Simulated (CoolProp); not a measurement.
Vapour-liquid equilibrium of R13 (1) + R11 (2) at 215.2 K; x and y are mole fractions of (1).

Model: multi-fluid Helmholtz-energy mixture model, Platzer 1990 and Jacobsen 1992; pair parameters Bell 2016, in CoolProp. This equation is an older, rougher fit; its heat capacities, sound speeds and derivatives of the liquid may be far off and weren't checked against measurements.

### Question
Give the bubble pressure and the first vapour's composition at x = 0.15, 0.25, 0.65. Is there an azeotrope?

### Answer
x = 0.15: 0.8091 bar, y = 0.983; x = 0.25: 1.208 bar, y = 0.989; x = 0.65: 2.206 bar, y = 0.996. No azeotrope shows between x = 0.05 and 0.95.

The pair parameters rest on a limited set of measurements; away from them the model extrapolates. With so large a gap from Raoult's law the liquid may split in two, which this calculation doesn't test in full.
